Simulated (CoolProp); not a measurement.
Vapour-liquid equilibrium of C2F6 (R116) (1) + R134a (2) at 168 kPa; x and y are mole fractions of (1).

The numbers come from the multi-fluid Helmholtz-energy mixture model, Lemmon 2006 and Tillner-Roth 1994; pair parameters Bell 2016 in CoolProp.

```
x      bubble temperature (K)  y at the bubble point  dew temperature at overall composition x (K)  liquid density (mol/L)
-----  ----------------------  ---------------------  --------------------------------------------  ----------------------
0.05                    237.2                  0.628                                         257.5                   13.57
0.125                   220.4                  0.858                                         255.5                   13.74
0.2                     213.5                  0.911                                         253.4                   13.64
0.275                   210.4                  0.929                                         251.1                   13.43
0.35                    209.1                  0.937                                         248.7                   13.18
0.425                   208.6                  0.940                                         246.0                   12.92
0.5                     208.4                  0.941                                         243.1                   12.66
0.575                   208.2                  0.942                                         239.8                   12.40
0.65                    208.0                  0.944                                         236.0                   12.16
0.725                   207.7                  0.947                                         231.5                   11.93
0.8                     207.2                  0.953                                         225.9                   11.73
0.875                   206.5                  0.964                                         218.4                   11.55
0.95                    205.6                  0.982                                         207.4                   11.39
```

No azeotrope shows between x = 0.05 and 0.95.

Pair parameters are fitted to limited data, so mixtures are less certain than the pure fluids. With so large a gap from Raoult's law the liquid may split in two, which this calculation doesn't test in full.
